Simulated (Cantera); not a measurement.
A Cantera script and what it prints.

```python
import numpy as np
import cantera as ct

gas_names = """
    F F2 N NF NF2 NF3 N2 Si SiF SiF2 SiF3 SiF4 SiN Si2 Si2N Si3
""".split()
cond_names = """
    Si(cr) Si(L) Si3N4(a)
""".split()


# ... load() reads the species with a 1 bar reference pressure and builds the phases ...
atoms = {
    'Si': {'Si': 1},
    'NF3': {'N': 1, 'F': 3},
}
top_T = {'Si3N4(a)': 2400}  # K; cautious upper limits of use, not melting points


# ... equilibrate(T, P, feed) seeds the gas with the atoms and calls Mixture.equilibrate('TP', solver="vcs", rtol=1e-11, max_steps=5000) ...
results = []
feed = {'Si': 1, 'NF3': 4.8}  # mol
P = 2300  # Pa
for T in [825, 875, 925, 975, 1025, 1075, 1125, 1175, 1225, 1275, 1325]:
    mix = equilibrate(T, P, feed)
    results.append((T, P, feed, dict(zip(mix.species_names, mix.species_moles))))

top = {s: max(r[3][s] / sum(r[3][g] for g in gas_names) for r in results) for s in gas_names}
cols = sorted((s for s in top if top[s] > 0.001), key=lambda s: -top[s])[:5]
seen = [c for c in cond_names if any(r[3].get(c, 0) > 1e-12 for r in results)]
print("log10 of partial pressures in bar; condensed amounts in mol")
print(f"{'T/K':>10s}" + "".join(f"{s[:9]:>10s}" for s in cols + seen))
for T, P, feed, n in results:
    ng = sum(n[g] for g in gas_names)
    print(f"{T:10.4g}" + "".join(f"{np.log10(max(n[s] / ng * P / 1e5, 1e-99)):10.3f}" for s in cols)
          + "".join(f"{n.get(c, 0):10.4g}" for c in seen))
```

Output:

```
log10 of partial pressures in bar; condensed amounts in mol
       T/K         F        F2        N2      SiF4       NF3
       825    -2.881    -1.926    -2.223    -2.564    -2.952
       875    -2.591    -1.938    -2.223    -2.591    -3.442
       925    -2.352    -1.990    -2.239    -2.615    -3.946
       975    -2.159    -2.080    -2.264    -2.643    -4.469
      1025    -2.011    -2.216    -2.296    -2.676    -5.026
      1075    -1.908    -2.400    -2.329    -2.709    -5.623
      1125    -1.842    -2.626    -2.355    -2.736    -6.253
      1175    -1.805    -2.878    -2.374    -2.754    -6.892
      1225    -1.784    -3.139    -2.384    -2.765    -7.520
      1275    -1.774    -3.395    -2.390    -2.771    -8.120
      1325    -1.768    -3.641    -2.394    -2.774    -8.686
```

Method: chemical equilibrium by Gibbs-energy minimisation in Cantera with the NASA 1993 tables (ideal gas, pure condensed phases).
